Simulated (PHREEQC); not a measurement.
A made-up water analysis in mg/L, 25 °C, pH 6.27, pe 1.6: Na 0.259; K 0.00177; Ca 0.0213; Mg 0.00087; Cl 0.147; S(6) as SO4 0.256; Alkalinity as HCO3 0.163; Fe(2) 0.000189; Li 0.00133.

Cl is adjusted to close the charge balance.
Valence states are taken as typed.

The numbers come from PHREEQC with the ion-association model, phreeqc.dat.

```tsv
quantity	before	after
CO2 (mol/kgw)	3.83e-6	1.02e-5
HCO3- (mol/kgw)	3.19e-6	8.54e-6
CO3-2 (mol/kgw)	2.83e-10	7.64e-10
CaSO4 (mol/kgw)	2.42e-10	2.12e-9
NaSO4- (mol/kgw)	1.48e-10	1.31e-9
SI of Siderite (FeCO3)	-7.15	-6.25
SI of Gypsum (CaSO4:2H2O)	-7.28	-6.34
```

Task: What was changed between the two runs?
A) all concentrations times 3 at the same typed pH
B) pH from 6.27 to 6.57 at the same alkalinity
C) Mg from 0.00087 to 0.000435 mg/L

Result: A, all concentrations times 3 at the same typed pH

No solid was allowed to form.
